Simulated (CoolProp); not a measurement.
Vapour-liquid equilibrium of CF4 (R14) (1) + R13 (2) at 202.4 K; x and y are mole fractions of (1).

Model: multi-fluid Helmholtz-energy mixture model, Platzer 1990 and Platzer 1990; pair parameters Bell 2016, in CoolProp. This equation is an older, rougher fit; its heat capacities, sound speeds and derivatives of the liquid may be far off and weren't checked against measurements.

Q: Give the bubble pressure and the first vapour's composition at x = 0.05, 0.35, 0.8. Is there an azeotrope?

A: x = 0.05: 264.2 kPa, y = 0.357; x = 0.35: 737.0 kPa, y = 0.809; x = 0.8: 1357 kPa, y = 0.950. No azeotrope shows between x = 0.05 and 0.95.

Pair parameters are fitted to limited data, so mixtures are less certain than the pure fluids. The gap from Raoult's law changes sign with composition, which may be real or a fault of the pair parameters; it wasn't checked against measurements.
